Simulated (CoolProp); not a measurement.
A single-stage vapour-compression cycle with R245fa: evaporating at 329.15 K (dew point), condensing at 382.15 K (bubble point), superheat 8 K, subcooling 2 K, compressor efficiency 0.6, no pressure losses. Each further row changes one setting.

The numbers come from the reference Helmholtz-energy equation of state, Akasaka 2015 in CoolProp.

```csv
case,cooling COP,pressure ratio,discharge temperature (K),refrigerating effect (kJ/kg),volumetric capacity (kJ/m³)
as stated,2.59,3.73,392.9,104,2270
evaporating temperature 334.15 K,3.01,3.23,392.5,107,2710
condensing temperature 377.15 K,3.02,3.35,388.0,112,2440
subcooling 7 K,2.79,3.73,392.9,112,2450
superheat 18 K,2.70,3.73,402.6,114,2390
compressor efficiency 0.5,2.16,3.73,399.2,104,2270
```
